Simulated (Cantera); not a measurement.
Charge: 1 mol Si, 7.8 mol Br2, 8.2 mol N2, equilibrated at 10.0 mbar.

These are equilibrium values from Cantera (NASA tables, ideal gas, pure condensed phases), not measurements of a reactor. Candidate condensed phases: Br2, Si, Si3N4; 13 gas species. Rates play no part. All values below are at 1100 K.

Base state: N2 0.521, Br2 0.321, Br 0.0950, SiBr4 0.0635 (mole fractions); condensed: gas only.

Task: What changes in the equilibrium state with this change: pressure from 10.0 mbar to 2.30 mbar?

Result: 
| species | before | after |
|---|---|---|
| N2 | 0.521 | 0.498 |
| Br2 | 0.321 | 0.262 |
| Br | 0.0950 | 0.179 |
| SiBr4 | 0.0635 | 0.0607 |
